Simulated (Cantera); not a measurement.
Feed: 1 mol Si, 0.5 mol Cl2, 7.3 mol H2, at 748 K and 0.400 bar.

These are equilibrium values from Cantera (NASA tables, ideal gas, pure condensed phases), not measurements of a reactor. Candidate condensed phases: Si; 19 gas species. Equilibrium is a limit: real reactors are often held back by kinetics, nucleation or transport.

Base state: H2 0.962, SiCl4 0.0210, SiHCl3 0.0156, SiH2Cl2 0.000848, HCl 0.000568, SiH3Cl 1.03e-5 (mole fractions); condensed: Si(s).

**Question.** What changes in the equilibrium state with this change: temperature from 748 K to 1223 K?

**Answer.** 
```csv
species,before,after
H2,0.962,0.932
HCl,0.000568,0.0402
SiCl4,0.0210,0.0119
SiHCl3,0.0156,0.00853
SiCl2,2.89e-7,0.00422
SiCl3,5.67e-6,0.00251
"Si(s), mol",0.718,0.786
```
The tables' values for SiCl3 are old estimates; treat these amounts as uncertain.
